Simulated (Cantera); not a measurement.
Input (Python, Cantera):

```python
import numpy as np
import cantera as ct

gas = ct.Solution("h2o2.yaml")
gas.TPX = 623, 12000, {'H2': 1, 'O2': 0.694, 'N2': 2.29}
flame = ct.FreeFlame(gas, width=0.18)
flame.set_refine_criteria(ratio=3, slope=0.08, curve=0.16)
flame.transport_model = "mixture-averaged"
flame.solve(loglevel=0, auto=True)
z, T = flame.grid, flame.T
thick = (T[-1] - T[0]) / np.gradient(T, z).max()
show = ['H2', 'O2', 'H', 'H2O', 'OH', 'H2O2']
print(f"laminar burning velocity  {flame.velocity[0] * 100:.3f} cm/s")
print(f"burnt temperature         {T[-1]:.1f} K")
print(f"thermal thickness         {thick * 1e3:.4f} mm")
print(f"grid points               {len(z)}")
z0 = z[flame.heat_release_rate.argmax()]
print(f"{'z/mm':>9s}{'T/K':>9s}{'u/(m/s)':>9s}" + "".join(f"{s:>11s}" for s in show))
rows = []
for k in (-3, -2, -1.5, -1, -0.5, -0.25, 0, 0.25, 0.5, 1, 2, 4, 8):
    zz = z0 + k * thick
    rows.append([k * thick, np.interp(zz, z, T), np.interp(zz, z, flame.velocity),
                 *(np.interp(zz, z, flame.X[gas.species_index(s)]) for s in show)])
    print(f"{rows[-1][0] * 1e3:9.3f}{rows[-1][1]:9.1f}{rows[-1][2]:9.3f}" + "".join(f"{x:11.3e}" for x in rows[-1][3:]))
```

It prints:

```
laminar burning velocity  596.815 cm/s
burnt temperature         2313.2 K
thermal thickness         7.3653 mm
grid points               131
     z/mm      T/K  u/(m/s)         H2         O2          H        H2O         OH       H2O2
  -22.096    623.0    5.968  2.510e-01  1.742e-01  5.471e-15  8.609e-15  1.431e-17  5.185e-16
  -14.731    623.0    5.968  2.510e-01  1.742e-01  5.486e-12  2.006e-12  1.306e-14  1.248e-15
  -11.048    623.0    5.968  2.510e-01  1.742e-01  4.484e-10  7.548e-11  9.534e-13  3.307e-14
   -7.365    623.0    5.968  2.510e-01  1.742e-01  1.935e-07  2.523e-08  5.156e-10  6.073e-11
   -3.683    629.2    6.022  2.497e-01  1.741e-01  3.021e-04  4.360e-04  2.377e-05  4.041e-07
   -1.841    737.9    6.991  2.285e-01  1.708e-01  7.622e-03  1.111e-02  3.120e-04  6.004e-07
    0.000   1096.0   10.078  1.059e-01  1.264e-01  5.474e-02  1.032e-01  3.538e-03  8.938e-07
    1.841   1364.3   12.389  3.192e-02  7.598e-02  6.915e-02  1.879e-01  8.856e-03  9.799e-07
    3.683   1487.2   13.406  2.853e-02  6.981e-02  5.957e-02  1.988e-01  1.152e-02  7.101e-07
    7.365   1628.8   14.539  2.835e-02  6.643e-02  4.686e-02  2.071e-01  1.462e-02  4.068e-07
   14.731   1782.6   15.733  2.670e-02  6.319e-02  3.403e-02  2.173e-01  1.757e-02  2.100e-07
   29.461   1939.0   16.908  2.325e-02  6.023e-02  2.241e-02  2.291e-01  1.959e-02  1.135e-07
   58.922   2086.7   17.985  1.828e-02  5.775e-02  1.302e-02  2.420e-01  2.001e-02  7.175e-08
```

Model: the H2/O2 subset of GRI-Mech 3.0, which has no nitrogen chemistry, integrated in Cantera. Burning velocities carry a grid error of a few per cent, more on coarse grids.
